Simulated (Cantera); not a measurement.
A closed system holds: 1 mol SiF4, 16 mol NO, 4.9 mol N2, equilibrated at 1175 K and 3.60 mbar.

Equilibrium computed with Cantera from the NASA thermochemical tables; the gas is ideal and each condensed phase is pure. Candidate condensed phases: Si, SiO2, Si2N2O, Si3N4; 28 gas species. Equilibrium is a limit: real reactors are often held back by kinetics, nucleation or transport.

Base state: N2 0.589, O2 0.365, SiF4 0.0457, NO 0.000183 (mole fractions); condensed: gas only.

Question: What changes in the equilibrium state with this change: temperature from 1175 K to 1973.15 K?

Answer: 
| species | before | after |
|---|---|---|
| N2 | 0.589 | 0.583 |
| O2 | 0.365 | 0.357 |
| SiF4 | 0.0457 | 0.0451 |
| NO | 0.000183 | 0.00797 |
| SiF3 | <1e-9 | 0.000324 |
| SiO | <1e-9 | 6.62e-5 |
| F | 1.30e-8 | 0.000727 |
| O | 1.47e-7 | 0.00541 |
The tables' values for SiF3, SiO2 are old estimates; treat these amounts as uncertain.
